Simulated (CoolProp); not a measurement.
Nitrous oxide at 284.71 K and 2.27 MPa is throttled through a valve to 1.57 MPa with no heat exchange. Each further row changes one setting.

Values from CoolProp's reference Helmholtz-energy equation of state, Lemmon 2006. It is a short technical equation, of lower accuracy than the large ones.

```json
[
 {"case": "as stated", "temperature change (K)": "-9.3", "final density (kg/m³)": "34.3"},
 {"case": "outlet pressure 0.471 MPa", "temperature change (K)": "-25.5", "final density (kg/m³)": "10.0"},
 {"case": "outlet pressure 2.04 MPa", "temperature change (K)": "-3.0", "final density (kg/m³)": "45.0"}
]
```
